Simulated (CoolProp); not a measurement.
Vapour-liquid equilibrium of m-xylene (1) + o-xylene (2) at 128.25 °C; x and y are mole fractions of (1).

Values from CoolProp's multi-fluid Helmholtz-energy mixture model, Zhou 2012 and Zhou 2012; pair parameters Bell 2016.

```csv
x,"bubble pressure, mixture model (kPa)","bubble pressure, Raoult's law (kPa)","y, mixture model","y, Raoult's law"
0.05,65.27,65.32,0.057,0.057
0.15,66.25,66.35,0.169,0.170
0.25,67.28,67.38,0.278,0.279
0.35,68.35,68.41,0.384,0.384
0.45,69.43,69.44,0.487,0.487
0.55,70.51,70.47,0.587,0.586
0.65,71.59,71.51,0.683,0.683
0.75,72.64,72.54,0.776,0.777
0.85,73.66,73.57,0.867,0.868
0.95,74.64,74.60,0.956,0.957
```

The largest gap from Raoult's law is -0.2 % in bubble pressure, at x = 0.15. No azeotrope shows between x = 0.05 and 0.95.

Pair parameters are fitted to limited data, so mixtures are less certain than the pure fluids.
